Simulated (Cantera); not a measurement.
An adiabatic, constant-pressure homogeneous reactor starts with CO : H2 : O2 : N2 : H2O = 1 : 0.045 : 0.522 : 6.27 : 0.81 (molar parts), equivalence ratio 1.0, at 1075 K and 13.0 bar. Integrator tolerance rtol = 1e-08.

Computed with Cantera and GRI-Mech 3.0 (53 species, 325 reactions). The hydrogen kinetics of GRI-Mech 3.0 are dated; newer H2 mechanisms differ, most at raised pressure. The pressure lies above the range GRI-Mech 3.0 was tuned for (to about 10 atm).

Q: What does this change do: initial temperature 1075 to 1250 K?

A: 
| quantity | before | after |
|---|---|---|
| time of steepest temperature rise | 4.13 ms | 0.238 ms |
| temperature at 7.00 s | 1986 K | 2128 K |
| equilibrium temperature | 1986 K | 2128 K |
| x(CO) at 7.00 s | 0.00159 (gas-phase equilibrium 0.00159) | 0.00331 (gas-phase equilibrium 0.00331) |
| x(H2) at 7.00 s | 0.000303 (gas-phase equilibrium 0.000303) | 0.000574 (gas-phase equilibrium 0.000574) |
| x(O2) at 7.00 s | 0.000625 (gas-phase equilibrium 0.000625) | 0.00132 (gas-phase equilibrium 0.00132) |
| x(H2O) at 7.00 s | 0.105 (gas-phase equilibrium 0.105) | 0.104 (gas-phase equilibrium 0.104) |
| x(H2O2) at 7.00 s | 1.67e-8 (gas-phase equilibrium 1.67e-8) | 3.78e-8 (gas-phase equilibrium 3.78e-8) |

Q: What does this change do: constant volume in place of constant pressure?

A: 
| quantity | before | after |
|---|---|---|
| time of steepest temperature rise | 4.13 ms | 3.46 ms |
| temperature at 7.00 s | 1986 K | 2181 K |
| equilibrium temperature | 1986 K | 2181 K |
| x(CO) at 7.00 s | 0.00159 (gas-phase equilibrium 0.00159) | 0.00347 (gas-phase equilibrium 0.00347) |
| x(H2) at 7.00 s | 0.000303 (gas-phase equilibrium 0.000303) | 0.000581 (gas-phase equilibrium 0.000581) |
| x(O2) at 7.00 s | 0.000625 (gas-phase equilibrium 0.000625) | 0.00133 (gas-phase equilibrium 0.00133) |
| x(H2O) at 7.00 s | 0.105 (gas-phase equilibrium 0.105) | 0.104 (gas-phase equilibrium 0.104) |
| x(H2O2) at 7.00 s | 1.67e-8 (gas-phase equilibrium 1.67e-8) | 6.10e-8 (gas-phase equilibrium 6.10e-8) |

Q: What does this change do: pressure from 13.0 bar to 29.0 bar?

A: 
```
quantity                                                              before                                      after
---------------------------------  -----------------------------------------  -----------------------------------------
time of steepest temperature rise                                    4.13 ms                                    3.36 ms
temperature at 7.00 s                                                 1986 K                                     1989 K
equilibrium temperature                                               1986 K                                     1989 K
x(CO) at 7.00 s                      0.00159 (gas-phase equilibrium 0.00159)    0.00126 (gas-phase equilibrium 0.00126)
x(H2) at 7.00 s                    0.000303 (gas-phase equilibrium 0.000303)  0.000240 (gas-phase equilibrium 0.000240)
x(O2) at 7.00 s                    0.000625 (gas-phase equilibrium 0.000625)  0.000469 (gas-phase equilibrium 0.000469)
x(H2O) at 7.00 s                         0.105 (gas-phase equilibrium 0.105)        0.105 (gas-phase equilibrium 0.105)
x(H2O2) at 7.00 s                    1.67e-8 (gas-phase equilibrium 1.67e-8)    2.19e-8 (gas-phase equilibrium 2.19e-8)
```
